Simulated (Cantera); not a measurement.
What does this Cantera script print?

```python
import numpy as np
import cantera as ct

gas = ct.Solution("gri30.yaml", transport_model="mixture-averaged")
show = ['C2H2', 'CH3', 'N2']

rows = []
print(f"{'T/K':>7s}{'rho':>11s}{'cp':>10s}{'mu':>11s}{'lambda':>11s}{'Pr':>7s}" + "".join(f"{'D_' + s:>11s}" for s in show))
for T in [400, 500, 600, 700, 800, 900]:
    gas.TPX = T, 2600, {'O2': 0.66}
    Pr = gas.cp_mass * gas.viscosity / gas.thermal_conductivity
    D = [gas.mix_diff_coeffs_mole[gas.species_index(s)] for s in show]
    rows.append([gas.density, gas.cp_mass, gas.viscosity, gas.thermal_conductivity, Pr, *D])
    print(f"{T:7g}{gas.density:11.4e}{gas.cp_mass:10.1f}{gas.viscosity:11.4e}"
          f"{gas.thermal_conductivity:11.4e}{Pr:7.3f}" + "".join(f"{d:11.4e}" for d in D))
print("SI units: kg/m3, J/kg/K, Pa s, W/m/K, m2/s")
```

Result:

```
    T/K        rho        cp         mu     lambda     Pr     D_C2H2      D_CH3       D_N2
    400 2.5015e-02     941.4 2.5629e-05 3.3852e-02  0.713 1.0914e-03 1.4752e-03 1.3458e-03
    500 2.0012e-02     971.4 3.0045e-05 4.1143e-02  0.709 1.6198e-03 2.1761e-03 1.9752e-03
    600 1.6677e-02    1002.6 3.4077e-05 4.8204e-02  0.709 2.2245e-03 2.9767e-03 2.6930e-03
    700 1.4294e-02    1031.1 3.7824e-05 5.4969e-02  0.709 2.9001e-03 3.8701e-03 3.4934e-03
    800 1.2508e-02    1054.7 4.1353e-05 6.1440e-02  0.710 3.6423e-03 4.8510e-03 4.3720e-03
    900 1.1118e-02    1073.7 4.4705e-05 6.7643e-02  0.710 4.4479e-03 5.9151e-03 5.3250e-03
SI units: kg/m3, J/kg/K, Pa s, W/m/K, m2/s
```

Model: GRI-Mech 3.0 (53 species, 325 reactions), integrated in Cantera.
